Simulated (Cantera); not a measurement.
An isothermal, constant-pressure homogeneous reactor starts with 6.25 % CH₄, 93.8 % N₂, at 1850 K and 1.01 bar.

Detailed kinetics in Cantera: GRI-Mech 3.0 (53 species, 325 reactions). GRI-Mech 3.0 stops at C3 and has no aromatics, soot or wall deposition, so with more carbon than oxygen in the feed, carbon stays in small species such as C2H2 where larger ones or solid carbon would form.

Task: Predict: x(CH₄) at 2.00 s; x(CH₂) at 2.00 s; x(C₂H₂) at 2.00 s; x(C₂H₄) at 2.00 s; x(H) at 2.00 s.

Result: 
```json
{
  "x(CH₄) at 2.00 s": "0.000180 (gas-phase equilibrium 8.38e-5)",
  "x(CH₂) at 2.00 s": "1.40e-8 (gas-phase equilibrium 6.49e-9)",
  "x(C₂H₂) at 2.00 s": "0.0293 (gas-phase equilibrium 0.00621)",
  "x(C₂H₄) at 2.00 s": "4.32e-5 (gas-phase equilibrium 9.18e-6)",
  "x(H) at 2.00 s": "0.000160 (gas-phase equilibrium 0.000160)"
}
```
